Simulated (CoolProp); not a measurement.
Saturation properties of toluene (Tc = 591.7 K, pc = 4.126 MPa, ω = 0.266).

Values from CoolProp's reference Helmholtz-energy equation of state, Lemmon 2006. It is a short technical equation, of lower accuracy than the large ones.

```json
[
 {"T (K)": "429.6", "p (MPa)": "0.3180", "enthalpy of vaporisation (kJ/kg)": "328.2", "liquid cp (kJ/(kg K))": "2.184", "surface tension (mN/m)": "13.0", "vapour viscosity (µPa s)": "9.78"},
 {"T (K)": "434.3", "p (MPa)": "0.3520", "enthalpy of vaporisation (kJ/kg)": "324.5", "liquid cp (kJ/(kg K))": "2.204", "surface tension (mN/m)": "12.5", "vapour viscosity (µPa s)": "9.89"},
 {"T (K)": "439", "p (MPa)": "0.3888", "enthalpy of vaporisation (kJ/kg)": "320.7", "liquid cp (kJ/(kg K))": "2.224", "surface tension (mN/m)": "12.0", "vapour viscosity (µPa s)": "9.99"},
 {"T (K)": "443.8", "p (MPa)": "0.4293", "enthalpy of vaporisation (kJ/kg)": "316.8", "liquid cp (kJ/(kg K))": "2.245", "surface tension (mN/m)": "11.5", "vapour viscosity (µPa s)": "10.1"},
 {"T (K)": "448.5", "p (MPa)": "0.4719", "enthalpy of vaporisation (kJ/kg)": "312.9", "liquid cp (kJ/(kg K))": "2.265", "surface tension (mN/m)": "11.0", "vapour viscosity (µPa s)": "10.2"},
 {"T (K)": "453.2", "p (MPa)": "0.5177", "enthalpy of vaporisation (kJ/kg)": "308.9", "liquid cp (kJ/(kg K))": "2.286", "surface tension (mN/m)": "10.6", "vapour viscosity (µPa s)": "10.3"},
 {"T (K)": "458", "p (MPa)": "0.5678", "enthalpy of vaporisation (kJ/kg)": "304.7", "liquid cp (kJ/(kg K))": "2.308", "surface tension (mN/m)": "10.1", "vapour viscosity (µPa s)": "10.4"},
 {"T (K)": "462.7", "p (MPa)": "0.6203", "enthalpy of vaporisation (kJ/kg)": "300.5", "liquid cp (kJ/(kg K))": "2.330", "surface tension (mN/m)": "9.66", "vapour viscosity (µPa s)": "10.5"},
 {"T (K)": "467.4", "p (MPa)": "0.6764", "enthalpy of vaporisation (kJ/kg)": "296.2", "liquid cp (kJ/(kg K))": "2.352", "surface tension (mN/m)": "9.20", "vapour viscosity (µPa s)": "10.7"},
 {"T (K)": "472.2", "p (MPa)": "0.7376", "enthalpy of vaporisation (kJ/kg)": "291.7", "liquid cp (kJ/(kg K))": "2.376", "surface tension (mN/m)": "8.75", "vapour viscosity (µPa s)": "10.8"},
 {"T (K)": "476.9", "p (MPa)": "0.8013", "enthalpy of vaporisation (kJ/kg)": "287.1", "liquid cp (kJ/(kg K))": "2.399", "surface tension (mN/m)": "8.31", "vapour viscosity (µPa s)": "10.9"},
 {"T (K)": "481.6", "p (MPa)": "0.8691", "enthalpy of vaporisation (kJ/kg)": "282.4", "liquid cp (kJ/(kg K))": "2.424", "surface tension (mN/m)": "7.87", "vapour viscosity (µPa s)": "11.0"}
]
```

It boils at 383.7 K under 1 atm.

Viscosity comes from a separate model (Avgeri 2015). Surface tension comes from a separate correlation (Mulero 2012).
